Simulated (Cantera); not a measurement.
A perfectly stirred reactor is fed with 0.760 % CH₄, 1.75 % O₂, 97.5 % N₂, at 0.513 atm; it is held at 1300 K, and followed from long to short residence time.

Cantera simulation using GRI-Mech 3.0 (53 species, 325 reactions); the numbers are that mechanism's predictions, not measurements.

One state of this run: x CH₄ = 0.000216; x O₂ = 0.00482; x O = 0.000203; x CH₂ = 3.76e-7; x CO = 0.00301. x: mole fraction; the columns are a selection and need not sum to one.

Task: Which value of τ (s) does it belong to?
(A) 0.19
(B) 0.015
(C) 0.0053
(D) 0.12

Result: C, 0.0053
